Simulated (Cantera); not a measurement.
Gas mixture: 100 % NO, at 0.00168 atm, frozen composition.

Cantera's kinetic-theory transport with the Lennard-Jones parameters of GRI-Mech 3.0, ideal gas; thermal conductivity in the multicomponent form. The composition is frozen, though it would react at the higher temperatures.

One state of this run: ρ (kg/m³) = 0.000511; cp (J/kg/K) = 1159; μ (µPa s) = 48.4; λ (mW/m/K) = 79.3; Pr = 0.707; D (cm²/s) OH = 1950; D (cm²/s) CH₃ = 1430; D (cm²/s) C₂H₂ = 1080. D: mixture-averaged diffusion coefficient of that species in the mixture.

Question: Which value of T (K) does it belong to?
A. 600
B. 1200
C. 1400
D. 400

Answer: B, 1200
